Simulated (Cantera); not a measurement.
Charge: 1 mol B2H6, 5.1 mol O2, at 2223.15 K and 100 Torr.

Equilibrium computed with Cantera from the NASA thermochemical tables; the gas is ideal and each condensed phase is pure. Candidate condensed phases: B, B2O3, B3O3H3, H2O; 23 gas species. The feed counts by its element totals alone. Rates play no part.

Base state: H2O 0.347, O2 0.330, HBO2 0.254, B2O3 0.0267, OH 0.0188, BO2 0.0166, O 0.00492, H2 0.00218 (mole fractions); condensed: gas only.

Q: What changes in the equilibrium state with this change: O2 from 5.1 to 0.9 mol?

A: 
```csv
species,before,after
H2,0.00218,0.649
HBO,1.77e-5,0.180
B2O2,2.92e-7,0.100
H2O,0.347,6.58e-5
O2,0.330,<1e-9
OH,0.0188,2.07e-7
BO2,0.0166,6.19e-6
BO,7.96e-5,0.0467
HBO2,0.254,0.00163
H,0.000819,0.0142
B2O3,0.0267,0.00582
O,0.00492,3.13e-9
B2O,<1e-9,0.00114
BH2,<1e-9,0.000959
B,<1e-9,2.81e-5
"B(s), mol",0,0.222
```
The tables' values for BH2 are old estimates; treat these amounts as uncertain. Gases not in the tables: B2H6 and higher boranes.

Q: What changes in the equilibrium state with this change: B2H6 replaced by B2O3?

A: 
```json
[
 {"species": "O2", "before": "0.330", "after": "0.807"},
 {"species": "B2O3", "before": "0.0267", "after": "0.138"},
 {"species": "BO2", "before": "0.0166", "after": "0.0472"},
 {"species": "H2O", "before": "0.347", "after": "0"},
 {"species": "HBO2", "before": "0.254", "after": "0"},
 {"species": "OH", "before": "0.0188", "after": "0"},
 {"species": "H2", "before": "0.00218", "after": "0"},
 {"species": "H", "before": "0.000819", "after": "0"},
 {"species": "HBO", "before": "1.77e-5", "after": "0"},
 {"species": "HO2", "before": "1.01e-5", "after": "0"}
]
```
